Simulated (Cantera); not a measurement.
Cantera run:

```python
import numpy as np
import cantera as ct

gas_names = """
    H H2 N NH NH2 NH3 N2 N2H2 N2H4 Si SiH SiH2 SiH3 SiH4 SiN Si2 Si2N Si3
""".split()
cond_names = """
    Si(cr) Si(L) Si3N4(a)
""".split()


# ... load() reads the species with a 1 bar reference pressure and builds the phases ...
atoms = {
    'SiH4': {'Si': 1, 'H': 4},
    'N2': {'N': 2},
}
top_T = {'Si3N4(a)': 2400}  # K; cautious upper limits of use, not melting points


# ... equilibrate(T, P, feed) seeds the gas with the atoms and calls Mixture.equilibrate('TP', solver="vcs", rtol=1e-11, max_steps=5000) ...
results = []
feed = {'SiH4': 1, 'N2': 0.2}  # mol
P = 100000  # Pa
for T in [1150, 1200, 1250, 1300, 1350, 1400, 1450, 1500, 1550, 1600, 1650, 1700]:
    mix = equilibrate(T, P, feed)
    results.append((T, P, feed, dict(zip(mix.species_names, mix.species_moles))))

top = {s: max(r[3][s] / sum(r[3][g] for g in gas_names) for r in results) for s in gas_names}
cols = sorted((s for s in top if top[s] > 1e-05), key=lambda s: -top[s])[:7]
seen = [c for c in cond_names if any(r[3].get(c, 0) > 1e-12 for r in results)]
print("log10 of partial pressures in bar; condensed amounts in mol")
print(f"{'T/K':>10s}" + "".join(f"{s[:9]:>10s}" for s in cols + seen))
for T, P, feed, n in results:
    ng = sum(n[g] for g in gas_names)
    print(f"{T:10.4g}" + "".join(f"{np.log10(max(n[s] / ng * P / 1e5, 1e-99)):10.3f}" for s in cols)
          + "".join(f"{n.get(c, 0):10.4g}" for c in seen))
```

Output:

```
log10 of partial pressures in bar; condensed amounts in mol
       T/K        H2        N2         H      SiH2    Si(cr)     Si(L)  Si3N4(a)
      1150    -0.000    -8.249    -7.127    -8.382       0.7         0       0.1
      1200    -0.000    -7.545    -6.705    -7.925       0.7         0       0.1
      1250    -0.000    -6.899    -6.316    -7.504       0.7         0       0.1
      1300    -0.000    -6.303    -5.956    -7.117       0.7         0       0.1
      1350    -0.000    -5.752    -5.623    -6.757       0.7         0       0.1
      1400    -0.000    -5.241    -5.313    -6.424       0.7         0   0.09999
      1450    -0.000    -4.767    -5.024    -6.114       0.7         0   0.09998
      1500    -0.000    -4.324    -4.754    -5.825    0.7001         0   0.09995
      1550    -0.000    -3.911    -4.502    -5.554    0.7004         0   0.09988
      1600    -0.000    -3.524    -4.265    -5.301    0.7009         0    0.0997
      1650    -0.000    -3.161    -4.042    -5.063    0.7021         0   0.09931
      1700    -0.001    -2.807    -3.832    -4.849         0    0.7047   0.09844
```

Method: chemical equilibrium by Gibbs-energy minimisation in Cantera with the NASA 1993 tables (ideal gas, pure condensed phases). N2 is the only nitrogen source here; it is nearly inert below about 1500 K, so the nitride shown seldom forms there in practice. Mutual solubility and eutectic melting of coexisting phases are not modelled. Gases not in the tables: Si2H6 and higher silanes.
